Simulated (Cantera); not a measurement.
Input (Python, Cantera) and output of one run.

```python
import numpy as np
import cantera as ct

gas_names = """
    AL ALCL ALCL2 ALCL3 ALH ALN AL2 AL2CL6 CL CL2 H HCL H2 N NH NH2 NH3 N2 N2H2 N2H4
""".split()
cond_names = """
    AL(cr) AL(L) ALCL3(s) ALCL3(L) ALN(s) NH4CL(a) NH4CL(b)
""".split()


# ... load() reads the species with a 1 bar reference pressure and builds the phases ...
atoms = {
    'Al': {'AL': 1},
    'HCl': {'H': 1, 'CL': 1},
    'N2': {'N': 2},
}
top_T = {'ALN(s)': 2750}  # K; cautious upper limits of use, not melting points


# ... equilibrate(T, P, feed) seeds the gas with the atoms and calls Mixture.equilibrate('TP', solver="vcs", rtol=1e-11, max_steps=5000) ...
results = []
T = 2175  # K
P = 7900  # Pa
for m in [0.56, 0.69, 0.84, 1, 1.3, 1.5, 1.9, 2.3]:
    feed = {'Al': 1, 'HCl': m, 'N2': 63}  # mol
    mix = equilibrate(T, P, feed)
    results.append((T, P, feed, dict(zip(mix.species_names, mix.species_moles))))
    x = sorted(zip(gas.X, gas.species_names), reverse=True)
    print(f"T = {T:g} K  P = {P:g} Pa  n(HCl) = {m:g} mol  gas = {mix.phase_moles(0):.4g} mol")
    print("   x: " + "  ".join(f"{s} {v:.3e}" for v, s in x if v > 1e-05))
    print("   condensed (mol): " + ("  ".join(f"{mix.phase(i).name} {mix.phase_moles(i):.4g}"
          for i in range(1, mix.n_phases) if mix.phase_moles(i) > 1e-12) or "none"))
```

Result:

```
T = 2175 K  P = 7900 Pa  n(HCl) = 0.56 mol  gas = 64.32 mol
   x: N2 9.796e-01  ALCL 8.660e-03  AL 6.861e-03  H2 3.790e-03  H 1.069e-03  HCL 3.394e-05  ALH 2.332e-05
   condensed (mol): none
T = 2175 K  P = 7900 Pa  n(HCl) = 0.69 mol  gas = 64.39 mol
   x: N2 9.785e-01  ALCL 1.063e-02  AL 4.880e-03  H2 4.720e-03  H 1.193e-03  HCL 6.535e-05  ALH 1.851e-05  CL 1.205e-05
   condensed (mol): none
T = 2175 K  P = 7900 Pa  n(HCl) = 0.84 mol  gas = 64.47 mol
   x: N2 9.772e-01  ALCL 1.281e-02  H2 5.770e-03  AL 2.673e-03  H 1.319e-03  HCL 1.590e-04  CL 2.653e-05  ALCL2 1.686e-05  ALH 1.121e-05
   condensed (mol): none
T = 2175 K  P = 7900 Pa  n(HCl) = 1 mol  gas = 64.57 mol
   x: N2 9.756e-01  ALCL 1.460e-02  H2 6.708e-03  H 1.423e-03  AL 8.120e-04  HCL 6.431e-04  CL 9.951e-05  ALCL2 7.208e-05
   condensed (mol): none
T = 2175 K  P = 7900 Pa  n(HCl) = 1.3 mol  gas = 64.86 mol
   x: N2 9.714e-01  ALCL 1.484e-02  H2 7.388e-03  HCL 3.775e-03  H 1.493e-03  CL 5.566e-04  ALCL2 4.100e-04  AL 1.476e-04  ALCL3 1.590e-05
   condensed (mol): none
T = 2175 K  P = 7900 Pa  n(HCl) = 1.5 mol  gas = 65.06 mol
   x: N2 9.684e-01  ALCL 1.459e-02  H2 7.686e-03  HCL 6.161e-03  H 1.523e-03  CL 8.905e-04  ALCL2 6.450e-04  AL 9.072e-05  ALCL3 4.001e-05
   condensed (mol): none
T = 2175 K  P = 7900 Pa  n(HCl) = 1.9 mol  gas = 65.46 mol
   x: N2 9.624e-01  ALCL 1.404e-02  HCL 1.097e-02  H2 8.238e-03  H 1.576e-03  CL 1.532e-03  ALCL2 1.068e-03  ALCL3 1.139e-04  AL 5.074e-05
   condensed (mol): none
T = 2175 K  P = 7900 Pa  n(HCl) = 2.3 mol  gas = 65.86 mol
   x: N2 9.565e-01  HCL 1.578e-02  ALCL 1.350e-02  H2 8.758e-03  CL 2.137e-03  H 1.625e-03  ALCL2 1.432e-03  ALCL3 2.131e-04  AL 3.498e-05
   condensed (mol): none
```

Cantera equilibrium calculation (NASA polynomials, part measured and part estimated; ideal gas, pure solids and liquids). The tables' values for AlCl2 are old estimates; treat these amounts as uncertain.
